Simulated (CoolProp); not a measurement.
Values from CoolProp's reference Helmholtz-energy equation of state, Tillner-Roth 1997.

Question: Give the vapour pressure (kPa), vapour density (kg/m³), surface tension (mN/m), liquid viscosity (µPa s) of saturated CH2F2 (R32) at 314.8 K.

Answer: 
```csv
T (K),p (kPa),vapour density (kg/m³),surface tension (mN/m),liquid viscosity (µPa s)
314.8,2580,76.9,4.25,90.0
```

Viscosity comes from a separate model (Bell 2016), an estimate that may be off by 10 % or more. Surface tension comes from a separate correlation (Mulero 2012).
